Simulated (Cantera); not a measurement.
Feed: 1 mol SiH4, 0.039 mol HCl, 730 mol H2, 0.28 mol Cl2, held at 7.50 Torr.

Cantera equilibrium calculation (NASA polynomials, part measured and part estimated; ideal gas, pure solids and liquids). Candidate condensed phases: Si; 19 gas species. Gases not in the tables: Si2H6 and higher silanes. Equilibrium is a limit: real reactors are often held back by kinetics, nucleation or transport.

Task: Which condensed phases are stable at each of these points (T (K)): 1173, 1273, 1373, 1473, 1573, 1673, 1773?

Result: 
```csv
T (K),condensed phases,Si condensed (%)
1173,Si(s),99.9
1273,Si(s),99.9
1373,Si(s),99.8
1473,Si(s),99.7
1573,Si(s),99.1
1673,Si(s),95.4
1773,Si(l),80.1
```

From 1173 K to 1673 K the condensed part is Si(s). At 1773 K the condensed part is Si(l).
